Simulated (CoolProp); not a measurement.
A Linde-Hampson liquefier for CF4 (R14): isothermal reversible compression at 300 K from 1 atm to 15 MPa, throttling to 1 atm, return gas leaving the recuperator 0 K below the feed. Each further row changes one setting.

Values from CoolProp's reference Helmholtz-energy equation of state, Platzer 1990. This equation is an older, rougher fit; its heat capacities, sound speeds and derivatives of the liquid may be far off and weren't checked against measurements.

```csv
case,liquid yield per pass,compression work (kJ/kg of gas)
as stated,0.246,129
high pressure 30 MPa,0.293,145
warm-end temperature 330 K,0.178,146
warm-end gap 5 K,0.234,129
```
